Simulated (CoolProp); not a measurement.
The numbers come from the reference Helmholtz-energy equation of state, Leachman 2009 in CoolProp.

Give the vapour pressure (kPa), vapour density (kg/m³), enthalpy of vaporisation (kJ/kg), liquid viscosity (µPa s) of saturated normal hydrogen at -252.15, -250.85, -244.55 °C.


```tsv
T (°C)	p (kPa)	vapour density (kg/m³)	enthalpy of vaporisation (kJ/kg)	liquid viscosity (µPa s)
-252.15	121	1.57	446	12.8
-250.85	172	2.16	437	11.6
-244.55	637	7.92	342	7.20
```

Viscosity comes from a separate model (Muzny 2013).
